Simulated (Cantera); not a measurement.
An isothermal, constant-pressure homogeneous reactor starts with CH₄ : H₂O = 1 : 0.81 (molar parts), at 1525 K and 7500 Torr. Integrator tolerance rtol = 1e-08.

Detailed kinetics in Cantera: GRI-Mech 3.0 (53 species, 325 reactions).

| quantity | before | after |
|---|---|---|
| x(CH₄) at 200 s | 0.0761 (gas-phase equilibrium 0.0549) | 0.0713 (gas-phase equilibrium 0.0528) |
| x(H₂O) at 200 s | 0.0185 (gas-phase equilibrium 0.000489) | 0.0172 (gas-phase equilibrium 0.000128) |
| x(CH₂CO) at 200 s | 5.68e-7 (gas-phase equilibrium 4.18e-7) | 5.47e-7 (gas-phase equilibrium 4.01e-7) |
| x(CH₂O) at 200 s | 6.68e-7 (gas-phase equilibrium 7.29e-7) | 3.40e-7 (gas-phase equilibrium 3.65e-7) |
| x(CH₃) at 200 s | 1.41e-5 (gas-phase equilibrium 9.95e-6) | 1.86e-5 (gas-phase equilibrium 1.35e-5) |
| x(O₂) at 200 s | <1e-12 (gas-phase equilibrium <1e-12) | <1e-12 (gas-phase equilibrium <1e-12) |
| x(CO) at 200 s | 0.223 (gas-phase equilibrium 0.236) | 0.223 (gas-phase equilibrium 0.236) |

Name the change that produced these shifts.
A. CH4 1 to 2 parts
B. pressure from 7500 Torr to 3750 Torr
C. H2O 0.81 to 1.2 parts
D. H2O 0.81 to 1.3 parts

B, pressure from 7500 Torr to 3750 Torr
